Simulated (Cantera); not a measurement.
What does this Cantera script print?

```python
import numpy as np
import cantera as ct

gas_names = """
    H HO2 H2 H2O H2O2 Mg MgH MgO MgOH MgO2H2 Mg2 O OH O2 O3 Si SiH SiH2 SiH3 SiH4 SiO SiO2 Si2 Si3
""".split()
cond_names = """
    H2O(s) H2O(L) Mg(cr) Mg(L) MgO(s) MgO(L) MgO2H2(s) MgSiO3(I) MgSiO3(II) MgSiO3(III) MgSiO3(L)
    Mg2SiO4(s) Mg2SiO4(L) Si(cr) Si(L) SiO2(Lqz) SiO2(hqz) SiO2(L)
""".split()


# ... load() reads the species with a 1 bar reference pressure and builds the phases ...
atoms = {
    'SiO2': {'Si': 1, 'O': 2},
    'MgO': {'Mg': 1, 'O': 1},
    'H2O': {'H': 2, 'O': 1},
}
top_T = {}  # K; cautious upper limits of use, not melting points


# ... equilibrate(T, P, feed) seeds the gas with the atoms and calls Mixture.equilibrate('TP', solver="vcs", rtol=1e-11, max_steps=5000) ...
results = []
T = 1648.15  # K
P = 18000  # Pa
for m in [0.33, 0.37, 0.42, 0.47, 0.53, 0.6, 0.67, 0.75, 0.85, 0.95, 1.1, 1.2, 1.4]:
    feed = {'SiO2': 1, 'MgO': m, 'H2O': 0.94}  # mol
    mix = equilibrate(T, P, feed)
    results.append((T, P, feed, dict(zip(mix.species_names, mix.species_moles))))

top = {s: max(r[3][s] / sum(r[3][g] for g in gas_names) for r in results) for s in gas_names}
cols = sorted((s for s in top if top[s] > 0.001), key=lambda s: -top[s])[:9]
seen = [c for c in cond_names if any(r[3].get(c, 0) > 1e-12 for r in results)]
print("log10 of partial pressures in bar; condensed amounts in mol")
print(f"{'n(MgO)':>10s}" + "".join(f"{s[:9]:>10s}" for s in cols + seen))
for T, P, feed, n in results:
    ng = sum(n[g] for g in gas_names)
    print(f"{feed['MgO']:10.4g}" + "".join(f"{np.log10(max(n[s] / ng * P / 1e5, 1e-99)):10.3f}" for s in cols)
          + "".join(f"{n.get(c, 0):10.4g}" for c in seen))
```

It prints:

```
log10 of partial pressures in bar; condensed amounts in mol
    n(MgO)       H2O        H2 MgSiO3(II Mg2SiO4(s SiO2(hqz)
      0.33    -0.746    -3.672      0.33         0      0.67
      0.37    -0.746    -3.672      0.37         0      0.63
      0.42    -0.746    -3.672      0.42         0      0.58
      0.47    -0.746    -3.672      0.47         0      0.53
      0.53    -0.746    -3.672      0.53         0      0.47
       0.6    -0.746    -3.672       0.6         0       0.4
      0.67    -0.746    -3.672      0.67         0      0.33
      0.75    -0.746    -3.672      0.75         0      0.25
      0.85    -0.746    -3.672      0.85         0      0.15
      0.95    -0.746    -3.672      0.95         0      0.05
       1.1    -0.746    -3.672       0.9       0.1         0
       1.2    -0.746    -3.672       0.8       0.2         0
       1.4    -0.746    -3.672       0.6       0.4         0
```

Cantera equilibrium calculation (NASA polynomials, part measured and part estimated; ideal gas, pure solids and liquids). Mutual solubility and eutectic melting of coexisting phases are not modelled. The tables hold silica as quartz up to 1696 K and as liquid above; real silica turns to tridymite and cristobalite and melts near 1996 K. Condensed phases not in the tables: alloys, solid solutions and most ternary compounds. Gases not in the tables: Si(OH)4.
